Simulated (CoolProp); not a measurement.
R507A at 402.29 K and 2.02 MPa is compressed adiabatically to 3.93 MPa with isentropic efficiency 0.75. Each further row changes one setting.

Values from CoolProp's reference Helmholtz-energy equation of state, Lemmon 2003. It is a pseudo-pure fit of the blend.

| case | work (kJ/kg) | final temperature (K) | final density (kg/m³) |
|---|---|---|---|
| as stated | 26.6 | 436.6 | 128 |
| efficiency 1 | 19.9 | 431.3 | 131 |
| efficiency 0.65 | 30.6 | 439.9 | 126 |
